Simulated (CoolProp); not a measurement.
Saturation properties of fluoroethane (R161) (Tc = 375.2 K, pc = 50.10 bar, ω = 0.216).

The numbers come from the reference Helmholtz-energy equation of state, Wu 2012 in CoolProp.

| T (K) | p (bar) | liquid density (kg/m³) | vapour density (kg/m³) | surface tension (mN/m) |
|---|---|---|---|---|
| 240.2 | 1.246 | 811.1 | ? | 17.3 |
| 244.1 | 1.475 | 805.4 | 3.656 | 16.8 |
| 247.9 | ? | 799.7 | 4.241 | 16.2 |
| 251.8 | 2.021 | 793.8 | ? | 15.7 |
| 255.6 | 2.343 | 787.9 | 5.652 | 15.1 |
| 259.5 | 2.712 | 781.8 | 6.493 | 14.6 |
| 263.3 | 3.114 | 775.6 | 7.405 | 14.1 |
| 267.2 | 3.572 | 769.2 | 8.443 | 13.5 |
| 271 | 4.066 | 762.8 | ? | 13.0 |
| 274.9 | 4.625 | 756.0 | 10.83 | 12.4 |
| 278.7 | 5.224 | 749.2 | 12.18 | 11.9 |
| 282.6 | 5.898 | 742.0 | ? | 11.4 |
| 286.4 | 6.614 | 734.8 | 15.36 | 10.9 |

Question: Some entries are withheld; supply them.

Answer: 
- 240.2, vapour density (kg/m³): 3.122
- 247.9, p (bar): 1.728
- 251.8, vapour density (kg/m³): 4.916
- 271, vapour density (kg/m³): 9.560
- 282.6, vapour density (kg/m³): 13.72

It boils at 235.6 K under 1 atm.

Surface tension comes from a separate correlation (Mulero 2012).
